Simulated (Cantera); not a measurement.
A freely propagating, adiabatic, planar premixed flame of C₃H₈ : O₂ : N₂ : CO₂ = 1 : 7.25 : 27.2 : 3 (molar parts), equivalence ratio 0.69, unburnt at 350 K and 450 Torr; mixture-averaged transport, grid criteria slope 0.08 and curve 0.16, no radiation.

Model: GRI-Mech 3.0 (53 species, 325 reactions), integrated in Cantera. GRI-Mech 3.0 was tuned for natural gas; its chemistry of propane as a main component is partial and can be far from experiment. Burning velocities carry a grid error of a few per cent, more on coarse grids.

### Question
How do the results move with these cheaper or finer settings: unity-Lewis-number transport; multicomponent transport; multicomponent+Soret transport; grid criteria slope 0.5, curve 1; grid criteria slope 0.25, curve 0.5; grid criteria slope 0.03, curve 0.06?

### Answer
```json
[
 {"setting": "as above", "laminar burning velocity": "26.4 cm/s", "thermal thickness": "0.921 mm", "peak x(O)": "0.00278", "peak x(C₂H₄)": "0.00525", "grid points": "141"},
 {"setting": "unity-Lewis-number transport", "laminar burning velocity": "22.4 cm/s", "thermal thickness": "0.971 mm", "peak x(O)": "0.00312", "peak x(C₂H₄)": "0.00321", "grid points": "132"},
 {"setting": "multicomponent transport", "laminar burning velocity": "26.5 cm/s", "thermal thickness": "0.929 mm", "peak x(O)": "0.00279", "peak x(C₂H₄)": "0.00529", "grid points": "141"},
 {"setting": "multicomponent+Soret transport", "laminar burning velocity": "26.0 cm/s", "thermal thickness": "0.936 mm", "peak x(O)": "0.00278", "peak x(C₂H₄)": "0.00528", "grid points": "143"},
 {"setting": "grid criteria slope 0.5, curve 1", "laminar burning velocity": "29.6 cm/s", "thermal thickness": "0.986 mm", "peak x(O)": "0.00295", "peak x(C₂H₄)": "0.00512", "grid points": "31"},
 {"setting": "grid criteria slope 0.25, curve 0.5", "laminar burning velocity": "27.8 cm/s", "thermal thickness": "0.934 mm", "peak x(O)": "0.00285", "peak x(C₂H₄)": "0.00523", "grid points": "51"},
 {"setting": "grid criteria slope 0.03, curve 0.06", "laminar burning velocity": "25.5 cm/s", "thermal thickness": "0.926 mm", "peak x(O)": "0.00271", "peak x(C₂H₄)": "0.00520", "grid points": "339"}
]
```
The base run took around 8 core-seconds (rough).
Unity Lewis numbers drop preferential diffusion, which matters most where H2 and H carry the flame; Soret adds thermal diffusion.
